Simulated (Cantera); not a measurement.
Mixture: 17.4 % CH₃OH, 17.4 % O₂, 65.3 % N₂, equivalence ratio 1.5, at 1.10 bar, adiabatic and at constant pressure. Ignition delay is the time to a rise of 400 K.

Cantera simulation using GRI-Mech 3.0 (53 species, 325 reactions); the numbers are that mechanism's predictions, not measurements. GRI-Mech 3.0 was tuned for natural gas; its chemistry of methanol as a main component is partial and can be far from experiment.

Question: Predict: delay at 1300 K; delay at 1450 K; delay at 1600 K; delay at 1750 K; apparent activation energy between 1675 and 1825 K.

Answer: 
* **delay at 1300 K**: 1.77 ms
* **delay at 1450 K**: 0.293 ms
* **delay at 1600 K**: 75.3 µs
* **delay at 1750 K**: 26.4 µs
* **apparent activation energy between 1675 and 1825 K**: 160 kJ/mol
